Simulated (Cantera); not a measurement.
What does this Cantera script print?

```python
import numpy as np
import cantera as ct

surf = ct.Interface("ptcombust.yaml", "Pt_surf")
gas = surf.adjacent["gas"]
gas.TPX = 300, 24000, {'CH4': 0.015, 'O2': 0.2, 'N2': 0.79}
jet = ct.ImpingingJet(gas=gas, width=0.028, surface=surf)
jet.inlet.mdot, jet.inlet.T, jet.inlet.X = 0.099, 300, {'CH4': 0.015, 'O2': 0.2, 'N2': 0.79}
jet.set_refine_criteria(ratio=10, slope=0.2, curve=0.3)
show, cover = ['CH4', 'O2', 'H2O', 'OH', 'CO', 'CO2'], ["PT(S)", "H(S)", "O(S)", "OH(S)", "CO(S)", "C(S)"]

rows = []
print(f"{'Ts/K':>7s}" + "".join(f"{s:>11s}" for s in show + cover) + "   (gas at the wall, coverages)")
for i, Ts in enumerate([900, 950, 1000, 1050, 1100, 1150]):
    jet.surface.T = Ts
    if i == 0:
        surf.TP = Ts, 24000
        surf.coverages = "PT(S):0.5, O(S):0.5"
        surf.advance_coverages(1.0)
        jet.set_initial_guess(products="inlet")
    jet.solve(loglevel=0, auto=(i == 0))
    rows.append([*(jet.X[gas.species_index(s), -1] for s in show), *surf[cover].coverages])
    print(f"{Ts:7g}" + "".join(f"{x:11.3e}" for x in rows[-1]))
```

Result:

```
   Ts/K        CH4         O2        H2O         OH         CO        CO2      PT(S)       H(S)       O(S)      OH(S)      CO(S)       C(S)   (gas at the wall, coverages)
    900  1.151e-02  1.917e-01  6.376e-03  1.304e-08  3.529e-06  4.178e-03  1.309e-01  3.238e-08  8.682e-01  8.783e-04  4.962e-06  1.766e-08
    950  9.162e-03  1.867e-01  1.072e-02  4.467e-08  3.854e-06  7.039e-03  1.840e-01  9.622e-08  8.149e-01  1.067e-03  4.283e-06  2.050e-08
   1000  6.959e-03  1.820e-01  1.477e-02  1.280e-07  3.907e-06  9.717e-03  2.419e-01  2.290e-07  7.570e-01  1.151e-03  3.295e-06  2.059e-08
   1050  5.225e-03  1.784e-01  1.794e-02  3.195e-07  3.838e-06  1.181e-02  3.022e-01  4.647e-07  6.967e-01  1.150e-03  2.399e-06  1.909e-08
   1100  3.971e-03  1.757e-01  2.019e-02  7.163e-07  3.764e-06  1.330e-02  3.631e-01  8.422e-07  6.358e-01  1.097e-03  1.724e-06  1.709e-08
   1150  3.084e-03  1.739e-01  2.174e-02  1.467e-06  3.747e-06  1.431e-02  4.233e-01  1.406e-06  5.757e-01  1.016e-03  1.250e-06  1.513e-08
```

Cantera simulation using Deutschmann's 1995 Pt surface mechanism with GRI-Mech 3.0 gas chemistry; the numbers are that mechanism's predictions, not measurements. Catalytic surfaces can have several steady states; this one follows from the mechanism file's or the stated starting coverage.
